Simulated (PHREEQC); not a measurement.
A column of 1 m (30 cells, dispersivity 0.035 m, 300 s a shift, diffusion coefficient 3e-10 m²/s) holds 0.013 eq of the database's cation exchanger X per kg of pore water, first in equilibrium with 24 mmol/kgw CdCl2, 2.3 mmol/kgw ZnCl2, 17 mmol/kgw MgCl2 and 0.01 mmol/kgw HCl. It is flushed with 0.015 mol/kgw CaCl2, 0.00079 mol/kgw CuCl2 and 1e-05 mol/kgw HCl, at 40 °C. Values are for the last cell. The system is closed to CO2. Nothing may precipitate in this run.

The series has 31 steps of pore volumes, from 0 to 3.017.

Computed with PHREEQC (ion-association model, phreeqc.dat).

Q: After how many pore volumes does Ca at the outlet first reach half of its feed value?

A: By 1.4 pore volumes.

Q: After how many pore volumes does Cu at the outlet first reach half of its feed value?

A: By 1.2 pore volumes.

Away from 25 °C the constants follow the database's enthalpies or fits; those with neither stay at their 25 °C values.
